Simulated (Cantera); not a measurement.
Feed: 1 mol SiH₂Cl₂, 0.75 mol HCl, 4.2 mol H₂, 0.0067 mol Cl₂, at 4.58 Torr.

Equilibrium computed with Cantera from the NASA thermochemical tables; the gas is ideal and each condensed phase is pure. Candidate condensed phases: Si; 19 gas species. The tables' values for SiCl₃, SiCl are old estimates; treat these amounts as uncertain. Equilibrium is a limit: real reactors are often held back by kinetics, nucleation or transport.

x: gas mole fraction; n: condensed amount in mol.

| T (K) | x H₂ | x HCl | x SiCl₂ | x SiCl₄ | x SiHCl₃ | x SiCl₃ | n Si(s) |
|---|---|---|---|---|---|---|---|
| 950 | 0.867 | 0.0252 | 0.00112 | 0.0908 | 0.0143 | 0.00174 | 0.319 |
| 1000 | 0.856 | 0.0385 | 0.00295 | 0.0856 | 0.0134 | 0.00323 | 0.334 |
| 1050 | 0.842 | 0.0558 | 0.00692 | 0.0778 | 0.0122 | 0.00545 | 0.347 |
| 1100 | 0.823 | 0.0766 | 0.0145 | 0.0667 | 0.0106 | 0.00834 | 0.355 |
| 1150 | 0.801 | 0.0993 | 0.0271 | 0.0525 | 0.00860 | 0.0114 | 0.350 |
| 1200 | 0.777 | 0.121 | 0.0446 | 0.0366 | 0.00638 | 0.0136 | 0.328 |
| 1250 | 0.756 | (withheld) | (withheld) | (withheld) | (withheld) | 0.0140 | (withheld) |
| 1300 | 0.741 | 0.151 | 0.0821 | 0.0113 | 0.00252 | 0.0125 | 0.261 |
| 1350 | 0.731 | 0.157 | 0.0949 | 0.00521 | 0.00139 | 0.00996 | 0.233 |
| 1400 | 0.727 | 0.159 | 0.103 | 0.00231 | 0.000746 | 0.00750 | 0.214 |
| 1450 | 0.725 | 0.160 | 0.109 | 0.00103 | 0.000403 | 0.00553 | 0.199 |
| 1500 | 0.724 | 0.159 | 0.112 | (withheld) | (withheld) | 0.00408 | 0.188 |
| 1550 | 0.724 | 0.158 | 0.115 | 0.000224 | 0.000126 | 0.00304 | 0.179 |
| 1600 | 0.724 | 0.157 | 0.117 | 0.000111 | 7.38e-5 | 0.00229 | 0.171 |

Q: Some entries are withheld; supply them.

A: 
- 1500, x SiCl₄: 0.000471
- 1500, x SiHCl₃: 0.000222
- 1250, x HCl: 0.139
- 1250, x SiCl₂: 0.0644
- 1250, x SiCl₄: 0.0219
- 1250, x SiHCl₃: 0.00423
- 1250, n Si(s): 0.295
